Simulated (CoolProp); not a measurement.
Saturation properties of octamethylcyclotetrasiloxane (D4) (Tc = 586.5 K, pc = 1.347 MPa, ω = 0.598).

Values from CoolProp's reference Helmholtz-energy equation of state, Thol 2015.

| T (K) | p (MPa) | liquid cp (kJ/(kg K)) | vapour Z |
|---|---|---|---|
| 420.5 | 0.04626 | 1.926 | 0.9568 |
| 426.3 | … | 1.940 | 0.9509 |
| 432 | 0.06458 | 1.954 | 0.9447 |
| 437.8 | … | 1.968 | 0.9378 |
| 443.6 | 0.08841 | 1.983 | 0.9304 |
| 449.3 | 0.1024 | 1.997 | 0.9225 |
| 455.1 | 0.1183 | 2.012 | … |
| 460.8 | 0.1358 | … | 0.9047 |
| 466.6 | 0.1555 | … | 0.8948 |
| 472.3 | 0.1770 | 2.059 | 0.8844 |
| 478.1 | 0.2012 | 2.075 | 0.8730 |
| 483.8 | 0.2273 | 2.092 | … |
| 489.6 | … | 2.109 | 0.8483 |
| 495.4 | 0.2884 | 2.127 | 0.8346 |

Q: What belongs in the gaps?

A: 
- 426.3, p (MPa): 0.05490
- 437.8, p (MPa): 0.07576
- 455.1, vapour Z: 0.9138
- 460.8, liquid cp (kJ/(kg K)): 2.027
- 466.6, liquid cp (kJ/(kg K)): 2.043
- 483.8, vapour Z: 0.8612
- 489.6, p (MPa): 0.2564

It boils at 448.9 K under 1 atm.
